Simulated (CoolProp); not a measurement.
Vapour-liquid equilibrium of CH2F2 (R32) (1) + R152A (2) at 1.19 bar; x and y are mole fractions of (1).

Values from CoolProp's multi-fluid Helmholtz-energy mixture model, Tillner-Roth 1997 and Outcalt 1996; pair parameters Bell 2016.

```
x     bubble temperature (K)  y at the bubble point  dew temperature at overall composition x (K)  liquid density (mol/L)
----  ----------------------  ---------------------  --------------------------------------------  ----------------------
0.05                   250.1                  0.150                                         251.9                   15.52
0.15                   245.4                  0.376                                         250.1                   16.17
0.25                   241.6                  0.536                                         248.1                   16.85
0.35                   238.3                  0.653                                         246.0                   17.55
0.45                   235.5                  0.741                                         243.7                   18.27
0.55                   233.0                  0.811                                         241.2                   19.04
0.65                   230.8                  0.867                                         238.4                   19.85
0.75                   228.9                  0.913                                         235.2                   20.72
0.85                   227.1                  0.952                                         231.5                   21.64
0.95                   225.5                  0.985                                         227.2                   22.62
```

No azeotrope shows between x = 0.05 and 0.95.

The pair parameters rest on a limited set of measurements; away from them the model extrapolates.
